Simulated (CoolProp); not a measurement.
Vapour-liquid equilibrium of carbonyl sulfide (1) + propane (2) at 222.3 K; x and y are mole fractions of (1).

The numbers come from the multi-fluid Helmholtz-energy mixture model, Lemmon 2006 and Lemmon 2009; pair parameters Bell 2016 in CoolProp.

| x | bubble pressure (MPa) | y at the bubble point | dew pressure at overall composition x (MPa) | liquid density (mol/L) |
|---|---|---|---|---|
| 0.05 | 0.07009 | 0.080 | 0.06921 | 13.62 |
| 0.15 | 0.07410 | 0.215 | 0.07216 | 14.08 |
| 0.25 | 0.07750 | 0.331 | 0.07512 | 14.58 |
| 0.35 | 0.08050 | 0.435 | 0.07805 | 15.11 |
| 0.45 | 0.08326 | 0.532 | 0.08094 | 15.67 |
| 0.55 | 0.08589 | 0.625 | 0.08377 | 16.28 |
| 0.65 | 0.08848 | 0.715 | 0.08660 | 16.92 |
| 0.75 | 0.09110 | 0.802 | 0.08951 | 17.61 |
| 0.85 | 0.09382 | 0.886 | 0.09262 | 18.35 |
| 0.95 | 0.09666 | 0.964 | 0.09613 | 19.15 |

No azeotrope shows between x = 0.05 and 0.95.

The pair parameters rest on a limited set of measurements; away from them the model extrapolates.
